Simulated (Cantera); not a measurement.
A Cantera script and what it prints.

```python
import numpy as np
import cantera as ct

gas_names = """
    B BH BH2 BH3 BN BO BO2 B2 B2O B2O2 B2O3 B3O3H3 H HBO HBO2 HNO HNO2 HNO3 HO2 H2 H2O H2O2 H3B3O6 N NH
    NH2 NH3 NH2OH NO NO2 NO3 N2 N2H2 N2H4 N2O O OH O2 O3
""".split()
cond_names = """
    B(b) B(L) BN(s) B2O3(L) B3O3H3(cr) H2O(s) H2O(L)
""".split()


# ... load() reads the species with a 1 bar reference pressure and builds the phases ...
atoms = {
    'B2O3': {'B': 2, 'O': 3},
    'O2': {'O': 2},
    'N2': {'N': 2},
    'H2O': {'H': 2, 'O': 1},
}
top_T = {'BN(s)': 3200}  # K; cautious upper limits of use, not melting points


# ... equilibrate(T, P, feed) seeds the gas with the atoms and calls Mixture.equilibrate('TP', solver="vcs", rtol=1e-11, max_steps=5000) ...
results = []
T = 1173  # K
P = 10000  # Pa
for m in [0.8, 2.8, 4.8, 6.7, 8.7, 11, 13, 15, 17, 19]:
    feed = {'B2O3': 1, 'O2': 0.77, 'N2': 0.15, 'H2O': m}  # mol
    mix = equilibrate(T, P, feed)
    results.append((T, P, feed, dict(zip(mix.species_names, mix.species_moles))))

top = {s: max(r[3][s] / sum(r[3][g] for g in gas_names) for r in results) for s in gas_names}
cols = sorted((s for s in top if top[s] > 0.0001), key=lambda s: -top[s])[:5]
seen = [c for c in cond_names if any(r[3].get(c, 0) > 1e-12 for r in results)]
print("log10 of partial pressures in bar; condensed amounts in mol")
print(f"{'n(H2O)':>10s}" + "".join(f"{s[:9]:>10s}" for s in cols + seen))
for T, P, feed, n in results:
    ng = sum(n[g] for g in gas_names)
    print(f"{feed['H2O']:10.4g}" + "".join(f"{np.log10(max(n[s] / ng * P / 1e5, 1e-99)):10.3f}" for s in cols)
          + "".join(f"{n.get(c, 0):10.4g}" for c in seen))
```

Result:

```
log10 of partial pressures in bar; condensed amounts in mol
    n(H2O)       H2O        O2        N2    H3B3O6      HBO2   B2O3(L)
       0.8    -1.335    -1.349    -2.060    -3.890    -3.919    0.9956
       2.8    -1.126    -1.684    -2.394    -3.577    -3.814    0.9824
       4.8    -1.079    -1.871    -2.581    -3.506    -3.791    0.9686
       6.7    -1.058    -1.995    -2.706    -3.475    -3.780    0.9555
       8.7    -1.046    -2.096    -2.807    -3.457    -3.774    0.9416
        11    -1.037    -2.189    -2.900    -3.444    -3.770    0.9256
        13    -1.032    -2.257    -2.967    -3.436    -3.767    0.9117
        15    -1.028    -2.315    -3.026    -3.430    -3.765    0.8978
        17    -1.025    -2.366    -3.077    -3.426    -3.764    0.8839
        19    -1.023    -2.412    -3.123    -3.422    -3.763    0.8699
```

These are equilibrium values from Cantera (NASA tables, ideal gas, pure condensed phases), not measurements of a reactor. Gases not in the tables: H3BO3.
